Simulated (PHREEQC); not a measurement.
A solution holds 0.052 mol NaCl, 0.035 mol KCl and 0.17 mol MgCl2 per kg of water, at 18 °C. Closed to the air; pH follows from the charge balance.

The numbers come from PHREEQC with the ion-association model, phreeqc.dat.

### Question
The ionic strength comes out as 0.597 mol/kgw. What activity coefficients do Mg+2, Cl-, Na+, K+ get?

### Answer
Mg+2 0.29, Cl- 0.64, Na+ 0.72, K+ 0.63.

This is a speciation only: nothing precipitates in the calculation.
